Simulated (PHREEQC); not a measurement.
A solution holds 5e-05 mol NiSO4 per kg of water, at 25 °C. Closed to the air; pH follows from the charge balance.

Model: ion-association model, wateq4f.dat, run in PHREEQC.

- pH: 6.89
- ionic strength: 0.000198 mol/kgw

```tsv
species	molality	activity	log γ
SO4-2	4.96e-5	4.65e-5	-0.028
Ni+2	4.95e-5	4.64e-5	-0.028
NiSO4	4.21e-7	4.21e-7	0.000
H+	1.30e-7	1.28e-7	-0.007
OH-	7.94e-8	7.81e-8	-0.007
NiOH+	5.08e-8	5.00e-8	-0.007
```

This is a speciation only: nothing precipitates in the calculation.
